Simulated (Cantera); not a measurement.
## Adiabatic ignition

An adiabatic, constant-pressure homogeneous reactor starts with CH₄ : C₂H₆ : C₃H₈ : O₂ : N₂ : CO₂ = 1 : 0.043 : 0.75 : 4.54 : 32.7 : 8.9 (molar parts), at 1750 K and 6.80 bar.

Model: GRI-Mech 3.0 (53 species, 325 reactions), integrated in Cantera.

| t (s) | T (K) | x CH₄ | x C₂H₆ | x C₃H₈ | x CH₂ | x H₂ |
|---|---|---|---|---|---|---|
| 5.00e-6 | 1766 | 0.0178 | 0.00204 | 0.00215 | 8.20e-6 | 0.0107 |
| 1.23e-5 | 2211 | 8.59e-6 | 1.19e-10 | <1e-12 | 1.47e-6 | 0.0104 |
| 3.03e-5 | 2333 | <1e-12 | <1e-12 | <1e-12 | <1e-12 | 0.00626 |
| 7.45e-5 | 2418 | <1e-12 | <1e-12 | <1e-12 | <1e-12 | 0.00526 |
| 0.000183 | 2465 | <1e-12 | <1e-12 | <1e-12 | <1e-12 | 0.00473 |
| 0.000451 | 2480 | <1e-12 | <1e-12 | <1e-12 | <1e-12 | 0.00456 |
| 0.00111 | 2480 | <1e-12 | <1e-12 | <1e-12 | <1e-12 | 0.00456 |
| 0.00273 | 2478 | <1e-12 | <1e-12 | <1e-12 | <1e-12 | 0.00459 |
| 0.00671 | 2475 | <1e-12 | <1e-12 | <1e-12 | <1e-12 | 0.00463 |
| 0.0165 | 2472 | <1e-12 | <1e-12 | <1e-12 | <1e-12 | 0.00466 |
| 0.0406 | 2472 | <1e-12 | <1e-12 | <1e-12 | <1e-12 | 0.00466 |
| 0.100 | 2472 | <1e-12 | <1e-12 | <1e-12 | <1e-12 | 0.00466 |
x: mole fraction; the columns are a selection and need not sum to one.

```
Property                                                          Result
---------------------------------  -------------------------------------
time of steepest temperature rise                                10.6 µs
temperature at 0.100 s                                            2472 K
equilibrium temperature                                           2472 K
x(CH₄) at 0.100 s                  <1e-12 (gas-phase equilibrium <1e-12)
x(C₂H₆) at 0.100 s                 <1e-12 (gas-phase equilibrium <1e-12)
x(C₃H₈) at 0.100 s                 <1e-12 (gas-phase equilibrium <1e-12)
```
